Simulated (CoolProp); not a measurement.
Vapour-liquid equilibrium of carbon dioxide (1) + R125 (2) at 234.4 K; x and y are mole fractions of (1).

Model: multi-fluid Helmholtz-energy mixture model, Span 1996 and Lemmon 2005; pair parameters Bell 2016, in CoolProp.

```tsv
x	bubble pressure, mixture model (MPa)	bubble pressure, Raoult's law (MPa)	y, mixture model	y, Raoult's law
0.05	0.2158	0.2016	0.295	0.261
0.125	0.3025	0.2687	0.523	0.489
0.2	0.3855	0.3358	0.648	0.626
0.275	0.4632	0.4029	0.725	0.718
0.35	0.5354	0.4700	0.779	0.783
0.425	0.6023	0.5371	0.819	0.832
0.5	0.6647	0.6042	0.850	0.870
0.575	0.7237	0.6713	0.876	0.901
0.65	0.7805	0.7384	0.899	0.926
0.725	0.8363	0.8055	0.921	0.946
0.8	0.8924	0.8726	0.942	0.964
0.875	0.9499	0.9397	0.963	0.979
0.95	1.010	1.007	0.985	0.992
```

The largest gap from Raoult's law is +15.0 % in bubble pressure, at x = 0.275. No azeotrope shows between x = 0.05 and 0.95.

Pair parameters are fitted to limited data, so mixtures are less certain than the pure fluids.
